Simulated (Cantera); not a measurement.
Charge: 1 mol Cu, 3.1 mol HF, a varied amount of N2, at 823 K and 1.00 bar.

Equilibrium computed with Cantera from the NASA thermochemical tables; the gas is ideal and each condensed phase is pure. Candidate condensed phases: Cu, CuF2; 25 gas species. Equilibrium is a limit: real reactors are often held back by kinetics, nucleation or transport.

log p: log10 of the partial pressure in bar; n: condensed amount in mol.

| n(N2) (mol) | log p N2 | log p HF | log p H2F2 | log p CuF | log p H2 | n Cu(s) |
|---|---|---|---|---|---|---|
| 0.43 | -0.91 | -0.06 | ___ | -8.11 | -8.23 | 1.00 |
| 0.89 | -0.65 | -0.11 | ___ | -8.14 | -8.27 | 1.00 |
| 1.8 | -0.43 | -0.20 | ___ | -8.19 | -8.34 | 1.00 |
| 3.8 | -0.26 | -0.35 | ___ | -8.28 | -8.46 | 1.00 |
| 7.8 | -0.15 | -0.55 | ___ | -8.41 | -8.61 | 1.00 |
| 16 | -0.08 | -0.79 | ___ | -8.56 | -8.79 | 1.00 |
| 33 | -0.04 | -1.07 | ___ | -8.74 | -8.99 | 1.00 |

Q: What belongs in the gaps?

A: 
- 0.43, log p H2F2: -4.19
- 0.89, log p H2F2: -4.29
- 1.8, log p H2F2: -4.47
- 3.8, log p H2F2: -4.77
- 7.8, log p H2F2: -5.17
- 16, log p H2F2: -5.65
- 33, log p H2F2: -6.21
